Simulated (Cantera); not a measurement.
A perfectly stirred reactor is fed with NO : N2 = 1 : 16 (molar parts), at 1.10 bar; it is held at 1775 K, and followed from long to short residence time.

Model: GRI-Mech 3.0 (53 species, 325 reactions), integrated in Cantera.

### Question
Predict: x(NO) at τ = 16.0 s; x(NO2) at τ = 16.0 s; x(O) at τ = 16.0 s; x(N2O) at τ = 16.0 s; x(O2) at τ = 16.0 s; x(NO) at τ = 41.0 ms; x(NO2) at τ = 41.0 ms; x(O) at τ = 41.0 ms; x(N2O) at τ = 41.0 ms; x(O2) at τ = 41.0 ms.

### Answer
```json
{
  "x(NO) at τ = 16.0 s": "0.0419",
  "x(NO2) at τ = 16.0 s": "2.38e-5",
  "x(O) at τ = 16.0 s": "8.70e-6",
  "x(N2O) at τ = 16.0 s": "7.88e-7",
  "x(O2) at τ = 16.0 s": "0.00844",
  "x(NO) at τ = 41.0 ms": "0.0588",
  "x(NO2) at τ = 41.0 ms": "8.31e-6",
  "x(O) at τ = 41.0 ms": "2.23e-6",
  "x(N2O) at τ = 41.0 ms": "1.40e-6",
  "x(O2) at τ = 41.0 ms": "2.53e-5"
}
```
